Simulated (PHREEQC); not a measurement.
A solution holds 0.0014 mol NH4HF2, 0.0097 mol H2SiF6 and 0.048 mol HCl per kg of water, at 25 °C. Closed to the air; pH follows from the charge balance.

All values are PHREEQC results (ion-association model, phreeqc.dat), not measurements.

```tsv
quantity	before	after
pH	1.27	1.37
ionic strength (mol/kgw)	0.0751	0.0527
SiF6-2 (mol/kgw)	0.00901	0.00152
HF (mol/kgw)	0.00685	0.00522
H4SiO4 (mol/kgw)	0.000694	0.000421
F- (mol/kgw)	0.000110	0.000103
SI of Chalcedony (SiO2)	+0.40	+0.18
```

**Question.** Which change was made?
(A) temperature from 25 to 20 °C
(B) diluted 2-fold with water
(C) H2SiF6 from 0.0097 to 0.00194 mol/kgw
(D) temperature from 25 to 60 °C

**Answer.** C, H2SiF6 from 0.0097 to 0.00194 mol/kgw

This is a speciation only: nothing precipitates in the calculation. Some of these states are supersaturated (in Quartz (slow to form), Chalcedony (slow to form), for instance). SiF6-2 is the database's only silicon fluoride.
